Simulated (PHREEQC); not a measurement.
1 kg of water holding 0.12 mol Na2SO4, 0.29 mol NaHCO3, 0.029 mol KCl, 0.0095 mol Na2CO3 and 0.034 mol NaCl is evaporated at 25 °C; the solids stay in contact with the brine. CO2 is held at log p = -3.4 (atm). The run lets Arcanite, Burkeite, Glaserite, Halite, Kalicinite, Mirabilite, Misenite, Nahcolite, Natron, Sylvite, Thenardite, Trona precipitate or redissolve, and no other solid.

All values are PHREEQC results (Pitzer model, pitzer.dat), not measurements.

```
water left (kg)  ionic strength  water activity  Trona (mol)  Thenardite (mol)
---------------  --------------  --------------  -----------  ----------------
1.002                     0.846           0.986            0                 0
0.6775                     1.26           0.981            0                 0
0.5573                     1.54           0.977            0                 0
0.3772                     2.29           0.967            0                 0
0.3104                     2.78           0.961            0                 0
0.2104                     4.12           0.943            0                 0
0.1429                     6.08           0.916            0                 0
0.1179                     7.38           0.896            0                 0
0.08037                    10.8           0.836            0                 0
0.05285                    12.1           0.804       0.0511           0.00210
0.04296                    11.9           0.798       0.0629            0.0277
0.02819                    11.3           0.784       0.0802            0.0641
0.0227                     10.8           0.775       0.0865            0.0767
0.01453                    9.79           0.743       0.0955            0.0943
```

Trona from water left = 0.06524 kg (pH 9.97); Thenardite from water left = 0.05285 kg (pH 9.93); Glaserite from water left = 0.03485 kg (pH 9.92).
